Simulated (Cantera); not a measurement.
Mixture: CH4 : O2 : N2 = 1 : 2.99 : 19.4 (molar parts), equivalence ratio 0.67, at 1.00 bar, adiabatic and at constant volume. Ignition delay is the time to a rise of 400 K.

Computed with Cantera and GRI-Mech 3.0 (53 species, 325 reactions).

Task: What does this change do: 0.56 parts H2O added?

Result: 
```json
[
 {"quantity": "delay at 1300 K", "before": "15.4 ms", "after": "16.4 ms"},
 {"quantity": "delay at 1400 K", "before": "4.49 ms", "after": "4.77 ms"},
 {"quantity": "delay at 1500 K", "before": "1.52 ms", "after": "1.59 ms"},
 {"quantity": "delay at 1600 K", "before": "0.610 ms", "after": "0.624 ms"},
 {"quantity": "apparent activation energy between 1550 and 1650 K", "before": "180 kJ/mol", "after": "180 kJ/mol"}
]
```

Task: What does this change do: N2 19.4 to 11 parts?

Result: 
```csv
quantity,before,after
delay at 1300 K,15.4 ms,8.99 ms
delay at 1400 K,4.49 ms,2.70 ms
delay at 1500 K,1.52 ms,0.957 ms
delay at 1600 K,0.610 ms,0.400 ms
apparent activation energy between 1550 and 1650 K,180 kJ/mol,170 kJ/mol
```
